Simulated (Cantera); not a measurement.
Charge: 1 mol Fe3O4, 5.3 mol CO, 14 mol N2, held at 923 K and 14.0 Pa.

Equilibrium computed with Cantera from the NASA thermochemical tables; the gas is ideal and each condensed phase is pure. Candidate condensed phases: C, Fe, Fe(CO)5, FeO, Fe2O3, Fe3O4; 27 gas species. The tables' stoichiometric FeO is somewhat more stable than real wüstite, so its field is too wide. FeO: taken at fixed stoichiometry. Kinetics and transport are ignored.

Base state: N2 0.725, CO 0.212, CO2 0.0627 (mole fractions); condensed: Fe(α) + FeO(s).

Problem. What changes in the equilibrium state with this change: temperature from 923 K to 2023 K?

Solution. 
```json
[
 {"species": "N2", "before": "0.725", "after": "0.609"},
 {"species": "Fe", "before": "<1e-9", "after": "0.119"},
 {"species": "CO", "before": "0.212", "after": "0.116"},
 {"species": "O2", "before": "<1e-9", "after": "0.0181"},
 {"species": "FeO", "before": "<1e-9", "after": "0.0117"},
 {"species": "CO2", "before": "0.0627", "after": "0.115"},
 {"species": "O", "before": "<1e-9", "after": "0.00906"},
 {"species": "NO", "before": "<1e-9", "after": "0.00211"},
 {"species": "Fe(α), mol", "before": "0.210", "after": "0"},
 {"species": "FeO(s), mol", "before": "2.79", "after": "0"}
]
```

Problem. What changes in the equilibrium state with this change: temperature from 923 K to 1125 K?

Solution. 
```json
[
 {"species": "N2", "before": "0.725", "after": "0.725"},
 {"species": "CO", "before": "0.212", "after": "0.223"},
 {"species": "CO2", "before": "0.0627", "after": "0.0518"},
 {"species": "Fe(α), mol", "before": "0.210", "after": "0"},
 {"species": "FeO(s), mol", "before": "2.79", "after": "3.00"}
]
```
